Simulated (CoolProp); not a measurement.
Saturation properties of n-pentane.

Values from CoolProp's reference Helmholtz-energy equation of state, Thol 2019.

```
T (K)  p (MPa)  vapour Z  liquid viscosity (µPa s)  vapour viscosity (µPa s)
-----  -------  --------  ------------------------  ------------------------
287.3  0.04489       [?]                       200                      6.46
296.4  0.06403    0.9683                       183                      6.65
305.4  0.08881    0.9599                       167                      6.83
314.4      [?]    0.9502                       153                      7.00
323.4   0.1605    0.9390                       140                      7.17
332.5   0.2106    0.9262                       128                      7.34
341.5   0.2712       [?]                       117                      7.49
350.5   0.3441    0.8961                       107                      7.64
```

Problem. Fill in the missing entries.

Solution. 
- 287.3, vapour Z: 0.9755
- 314.4, p (MPa): 0.1206
- 341.5, vapour Z: 0.9120

It boils at 309.2 K under 1 atm.

Viscosity comes from a separate model (Quiñones-Cisneros 2006), older than the equation that it now runs on, and unchecked against measurements.
